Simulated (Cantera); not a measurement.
## Low-pressure radical oxidation in H2/O2

A perfectly stirred reactor is fed with 8.67 % H2, 91.2 % O2, 0.109 % H2O, equivalence ratio 0.048, at 0.0385 atm; it is held at 950 K, and followed from long to short residence time.

Cantera simulation using the H2/O2 subset of GRI-Mech 3.0, which has no nitrogen chemistry; the numbers are that mechanism's predictions, not measurements. Radical loss at walls, strong at low pressure, is not modelled. The temperature is held fixed by assumption; the heat of reaction is taken as removed at once.

```csv
τ (s),x H2,x O2,x HO2,x O,x H2O2
0.97,0.000868,0.908,8.83e-6,0.000267,4.29e-7
0.43,0.00137,0.908,1.19e-5,0.000430,5.29e-7
0.19,0.00213,0.907,1.55e-5,0.000683,6.45e-7
0.085,0.00326,0.907,1.95e-5,0.00106,7.71e-7
0.038,0.00498,0.906,2.35e-5,0.00163,9.06e-7
0.017,0.00754,0.905,2.72e-5,0.00247,1.04e-6
0.0075,0.0115,0.904,3.00e-5,0.00369,1.15e-6
0.0033,0.0174,0.901,3.13e-5,0.00530,1.21e-6
0.0015,0.0259,0.898,3.08e-5,0.00698,1.19e-6
```
x: mole fraction; the columns are a selection and need not sum to one.
